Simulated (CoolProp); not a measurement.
Computed with CoolProp (reference Helmholtz-energy equation of state, Platzer 1990). This equation is an older, rougher fit; its heat capacities, sound speeds and derivatives of the liquid may be far off and weren't checked against measurements.

**Question.** Give the vapour pressure (kPa), liquid density (kg/m³), enthalpy of vaporisation (kJ/kg), vapour Z of saturated c-C4F8 (RC318) at 307.4, 354.2 K.

**Answer.** 
```
T (K)  p (kPa)  liquid density (kg/m³)  enthalpy of vaporisation (kJ/kg)  vapour Z
-----  -------  ----------------------  --------------------------------  --------
307.4      416                    1460                              99.9     0.876
354.2     1380                    1220                              71.1     0.694
```
